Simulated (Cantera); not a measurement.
Charge: 1 mol SiO₂, 0.72 mol N₂, held at 1.40e-5 bar.

Method: chemical equilibrium by Gibbs-energy minimisation in Cantera with the NASA 1993 tables (ideal gas, pure condensed phases). Candidate condensed phases: Si, SiO₂, Si₂N₂O, Si₃N₄; 16 gas species. The tables hold silica as quartz up to 1696 K and as liquid above; real silica turns to tridymite and cristobalite and melts near 1996 K. Equilibrium is a limit: real reactors are often held back by kinetics, nucleation or transport.

Task: What share of the Si ends up in condensed phases as a function of T (K), at 1650, 1800, 1950, 2100, 2250, 2400, 2550?

Result: 
```
T (K)  Si condensed (%)               as
-----  ----------------  ---------------
1650               99.9   SiO₂(β-quartz)
1800               98.2  SiO₂(condensed)
1950               50.4  SiO₂(condensed)
2100                0.0                -
2250                0.0                -
2400                0.0                -
2550                0.0                -
```
